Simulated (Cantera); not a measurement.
Feed: 1 mol SiCl₄, 2 mol HCl, 990 mol H₂, held at 47000 Pa.

These are equilibrium values from Cantera (NASA tables, ideal gas, pure condensed phases), not measurements of a reactor. Candidate condensed phases: Si; 19 gas species. Gases not in the tables: Si₂H₆ and higher silanes. Equilibrium is a limit: real reactors are often held back by kinetics, nucleation or transport.

What share of the Si ends up in condensed phases as a function of T (K), at 1348, 1448, 1548, 1648, 1748, 1848, 1948, 2048, 2148, 2248?


```csv
T (K),Si condensed (%),as
1348,88.9,Si(s)
1448,88.8,Si(s)
1548,88.1,Si(s)
1648,86.8,Si(s)
1748,85.8,Si(l)
1848,83.3,Si(l)
1948,75.1,Si(l)
2048,53.8,Si(l)
2148,3.1,Si(l)
2248,0.0,-
```
